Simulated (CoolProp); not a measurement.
Model: reference Helmholtz-energy equation of state, Lemmon 2006, in CoolProp. It is a short technical equation, of lower accuracy than the large ones.

**Question.** Give the vapour pressure (kPa), liquid density (kg/m³), liquid cp (kJ/(kg K)), surface tension (mN/m) of saturated n-decane at 480.5 K.

**Answer.** 
```
T (K)  p (kPa)  liquid density (kg/m³)  liquid cp (kJ/(kg K))  surface tension (mN/m)
-----  -------  ----------------------  ---------------------  ----------------------
480.5      220                     572                   2.96                    7.86
```

Surface tension comes from a separate correlation (Mulero 2012).
